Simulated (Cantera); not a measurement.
Charge: 1 mol TEOS, 0.92 mol N2O, held at 700 K and 440 Pa.

These are equilibrium values from Cantera (NASA tables, ideal gas, pure condensed phases), not measurements of a reactor. Candidate condensed phases: C, C6H6, C7H8, C8H18, H2O, Si, SiC, SiO2, Si2N2O, Si3N4; 151 gas species. The feed counts by its element totals alone. Kinetics and transport are ignored.

Base state: H2 0.717, N2 0.0765, H2O 0.0756, CO 0.0560, CO2 0.0556, CH4 0.0192 (mole fractions); condensed: C(graphite) + SiO2(α-quartz).

Task: What changes in the equilibrium state with this change: temperature from 700 K to 1148 K?

Result: 
```csv
species,before,after
H2,0.717,0.722
CO,0.0560,0.211
N2,0.0765,0.0665
H2O,0.0756,3.22e-5
CO2,0.0556,7.97e-6
CH4,0.0192,5.46e-5
"C(graphite), mol",6.43,5.08
"SiO2(α-quartz), mol",1.00,0
"SiO2(β-quartz), mol",0,1.00
```
The tables hold silica as quartz up to 1696 K and as liquid above; real silica turns to tridymite and cristobalite and melts near 1996 K.

Task: What changes in the equilibrium state with this change: TEOS replaced by SiH4?

Result: 
| species | before | after |
|---|---|---|
| H2 | 0.717 | 0.781 |
| N2 | 0.0765 | 0.219 |
| NH3 | 6.92e-6 | 1.33e-5 |
| H2O | 0.0756 | 1.21e-6 |
| CO | 0.0560 | 0 |
| CO2 | 0.0556 | 0 |
| CH4 | 0.0192 | 0 |
| C(graphite), mol | 6.43 | 0 |
| SiO2(α-quartz), mol | 1.00 | 0.280 |
| Si2N2O(s), mol | 0 | 0.360 |
